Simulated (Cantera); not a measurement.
What does this Cantera script print?

```python
import numpy as np
import cantera as ct

gas_names = [...]  # 118 gases of nasa_gas.yaml made of C, Cl, F, H
cond_names = """
    C(gr) C6H6(L) C7H8(L) C8H18(L),n-octa
""".split()


# ... load() reads the species with a 1 bar reference pressure and builds the phases ...
atoms = {
    'c-C4F8': {'C': 4, 'F': 8},
    'HCl': {'H': 1, 'CL': 1},
}
top_T = {'C(gr)': 4500}  # K; cautious upper limits of use, not melting points


# ... equilibrate(T, P, feed) seeds the gas with the atoms and calls Mixture.equilibrate('TP', solver="vcs", rtol=1e-11, max_steps=5000) ...
results = []
T = 2075  # K
P = 3.6  # Pa
for m in [0.033, 0.04, 0.05, 0.061, 0.076, 0.094, 0.12, 0.14, 0.18, 0.22]:
    feed = {'c-C4F8': 1, 'HCl': m}  # mol
    mix = equilibrate(T, P, feed)
    results.append((T, P, feed, dict(zip(mix.species_names, mix.species_moles))))
    x = sorted(zip(gas.X, gas.species_names), reverse=True)
    print(f"T = {T:g} K  P = {P:g} Pa  n(HCl) = {m:g} mol  gas = {mix.phase_moles(0):.4g} mol")
    print("   x: " + "  ".join(f"{s} {v:.3e}" for v, s in x if v > 0.001))
    print("   condensed (mol): " + ("  ".join(f"{mix.phase(i).name} {mix.phase_moles(i):.4g}"
          for i in range(1, mix.n_phases) if mix.phase_moles(i) > 1e-12) or "none"))
```

Output:

```
T = 2075 K  P = 3.6 Pa  n(HCl) = 0.033 mol  gas = 7.212 mol
   x: F 8.736e-01  CF2 1.100e-01  CF 5.790e-03  CL 4.576e-03  HF 4.575e-03  CF4 1.060e-03
   condensed (mol): C(gr) 3.155
T = 2075 K  P = 3.6 Pa  n(HCl) = 0.04 mol  gas = 7.221 mol
   x: F 8.721e-01  CF2 1.096e-01  CF 5.780e-03  CL 5.539e-03  HF 5.539e-03  CF4 1.052e-03
   condensed (mol): C(gr) 3.157
T = 2075 K  P = 3.6 Pa  n(HCl) = 0.05 mol  gas = 7.233 mol
   x: F 8.699e-01  CF2 1.091e-01  CL 6.912e-03  HF 6.911e-03  CF 5.765e-03  CF4 1.042e-03
   condensed (mol): C(gr) 3.159
T = 2075 K  P = 3.6 Pa  n(HCl) = 0.061 mol  gas = 7.247 mol
   x: F 8.676e-01  CF2 1.085e-01  CL 8.416e-03  HF 8.416e-03  CF 5.749e-03  CF4 1.031e-03
   condensed (mol): C(gr) 3.162
T = 2075 K  P = 3.6 Pa  n(HCl) = 0.076 mol  gas = 7.267 mol
   x: F 8.643e-01  CF2 1.077e-01  CL 1.046e-02  HF 1.046e-02  CF 5.728e-03  CF4 1.015e-03
   condensed (mol): C(gr) 3.166
T = 2075 K  P = 3.6 Pa  n(HCl) = 0.094 mol  gas = 7.29 mol
   x: F 8.605e-01  CF2 1.067e-01  CL 1.289e-02  HF 1.289e-02  CF 5.702e-03
   condensed (mol): C(gr) 3.171
T = 2075 K  P = 3.6 Pa  n(HCl) = 0.12 mol  gas = 7.323 mol
   x: F 8.549e-01  CF2 1.053e-01  CL 1.639e-02  HF 1.639e-02  CF 5.666e-03
   condensed (mol): C(gr) 3.178
T = 2075 K  P = 3.6 Pa  n(HCl) = 0.14 mol  gas = 7.348 mol
   x: F 8.507e-01  CF2 1.043e-01  CL 1.905e-02  HF 1.905e-02  CF 5.637e-03
   condensed (mol): C(gr) 3.183
T = 2075 K  P = 3.6 Pa  n(HCl) = 0.18 mol  gas = 7.399 mol
   x: F 8.423e-01  CF2 1.022e-01  CL 2.433e-02  HF 2.433e-02  CF 5.582e-03
   condensed (mol): C(gr) 3.193
T = 2075 K  P = 3.6 Pa  n(HCl) = 0.22 mol  gas = 7.449 mol
   x: F 8.340e-01  CF2 1.002e-01  CL 2.953e-02  HF 2.953e-02  CF 5.527e-03
   condensed (mol): C(gr) 3.203
```

Equilibrium computed with Cantera from the NASA thermochemical tables; the gas is ideal and each condensed phase is pure. The feed counts by its element totals alone. Gases not in the tables: C2F6 and larger saturated fluorocarbons.
